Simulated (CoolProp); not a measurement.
Vapour-liquid equilibrium of propane (1) + R114 (2) at 0.498 MPa; x and y are mole fractions of (1).

The numbers come from the multi-fluid Helmholtz-energy mixture model, Lemmon 2009 and Platzer 1990; pair parameters Bell 2016 in CoolProp. This equation is an older, rougher fit; its heat capacities, sound speeds and derivatives of the liquid may be far off and weren't checked against measurements.

```
x      bubble temperature (K)  y at the bubble point  dew temperature at overall composition x (K)  liquid density (mol/L)
-----  ----------------------  ---------------------  --------------------------------------------  ----------------------
0.05                    320.9                  0.177                                         325.5                   8.167
0.125                   312.9                  0.376                                         322.9                   8.468
0.2                     306.3                  0.516                                         320.1                   8.752
0.275                   301.0                  0.617                                         317.1                   9.025
0.35                    296.5                  0.692                                         314.0                   9.293
0.425                   292.8                  0.750                                         310.7                   9.560
0.5                     289.6                  0.797                                         307.1                   9.830
0.575                   286.8                  0.837                                         303.3                   10.11
0.65                    284.3                  0.871                                         299.1                   10.39
0.725                   282.0                  0.901                                         294.5                   10.69
0.8                     279.9                  0.929                                         289.4                   11.00
0.875                   277.9                  0.956                                         284.0                   11.34
0.95                    276.0                  0.983                                         278.4                   11.69
```

No azeotrope shows between x = 0.05 and 0.95.

The pair parameters rest on a limited set of measurements; away from them the model extrapolates.
